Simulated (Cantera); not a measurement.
## Gas-phase reforming

An isothermal, constant-pressure homogeneous reactor starts with 18.2 % CH4, 81.8 % H2O, at 1725 K and 5.00 bar.

Cantera simulation using GRI-Mech 3.0 (53 species, 325 reactions); the numbers are that mechanism's predictions, not measurements.

```
t (s)       x CH4  x H2O   x CH2CO      x H   x CH2O       x O     x OH
--------  -------  -----  --------  -------  -------  --------  -------
9.00e-6     0.181  0.818  4.34e-12  9.68e-7  7.63e-7  4.31e-10  5.05e-6
2.32e-5     0.180  0.818  4.13e-10  1.35e-6  5.31e-6  8.76e-10  7.23e-6
5.96e-5     0.177  0.817   2.49e-8  2.41e-6  2.52e-5   1.53e-9  9.64e-6
0.000153    0.169  0.813   9.93e-7  5.21e-6  6.79e-5   1.99e-9  1.12e-5
0.000394    0.150  0.800   1.32e-5  1.03e-5  6.34e-5   1.51e-9  1.04e-5
0.00101     0.120  0.774   4.23e-5  1.76e-5  3.86e-5  9.12e-10  9.04e-6
0.00261    0.0846  0.740   6.28e-5  2.60e-5  2.16e-5  5.86e-10  7.93e-6
0.00671    0.0529  0.698   6.68e-5  3.45e-5  1.12e-5  4.37e-10  7.03e-6
0.0173     0.0341  0.643   5.19e-5  4.18e-5  5.61e-6  3.78e-10  6.03e-6
0.0444     0.0260  0.575   2.74e-5  4.68e-5  2.78e-6  3.52e-10  4.85e-6
0.114      0.0184  0.508   9.41e-6  5.04e-5  1.27e-6  3.41e-10  3.88e-6
0.294     0.00885  0.460   1.67e-6  5.30e-5  4.96e-7  3.27e-10  3.31e-6
0.756     0.00188  0.441   9.41e-8  5.42e-5  1.67e-7  3.11e-10  3.09e-6
1.94      5.87e-5  0.437   1.27e-9  5.47e-5  9.56e-8  3.09e-10  3.06e-6
5.00      1.86e-7  0.437  4.02e-12  5.48e-5  9.33e-8  3.10e-10  3.07e-6
```
x: mole fraction; the columns are a selection and need not sum to one.

Equilibrium at this temperature and pressure: CH4 1.94e-7, H2O 0.437, CH2CO 4.20e-12, H 5.48e-5, CH2O 9.33e-8, O 3.10e-10, OH 3.07e-6 (gas phase only).
